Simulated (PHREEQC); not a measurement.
3.7 g of hydrous ferric oxide (600 m²/g; 0.2 weak and 0.005 strong sites per Fe, Dzombak-Morel constants, diffuse double layer) in 1 kg of water with 0.005 mol/kgw of an inert sodium salt and 3.9e-05 mol/kgw SrCl2, at 25 °C; the pH is set by adding NaOH or the inert anion's acid. O2 is buffered at 0.21 atm. No CO2 enters from the air. Nothing may precipitate in this run.

The series has 17 steps of pH, from 4 to 10.

Computed with PHREEQC (ion-association model, wateq4f.dat).

Near which pH is half of the Sr sorbed, and on which side is more sorbed?

Near pH 7.6, with more sorbed at higher pH.

Complexes and solids missing from the database can't appear.
